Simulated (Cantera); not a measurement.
An isothermal plug-flow reactor at 500 K and 2.40 bar (inlet), inlet velocity 0.8 m/s, active area per volume 1200 1/m; feed 2.43 % H2, 9.63 % O2, 83.6 % N2, 4.34 % H2O.

Detailed kinetics in Cantera: Deutschmann's 1995 Pt surface mechanism with GRI-Mech 3.0 gas chemistry. Catalytic surfaces can have several steady states; this one follows from the mechanism file's or the stated starting coverage. Mass transfer to the wall is taken as infinitely fast.

### Question
Predict: x(H2) at z = 0.019 m; x(O2) at z = 0.019 m; x(H2O) at z = 0.019 m; θ(free Pt) at the exit; θ(O*) at the exit; θ(OH*) at the exit.

### Answer
| Property | Result |
|---|---|
| x(H2) at z = 0.019 m | 7.46e-5 |
| x(O2) at z = 0.019 m | 0.0852 |
| x(H2O) at z = 0.019 m | 0.0685 |
| θ(free Pt) at the exit | 0.00128 |
| θ(O*) at the exit | 0.980 |
| θ(OH*) at the exit | 0.0184 |
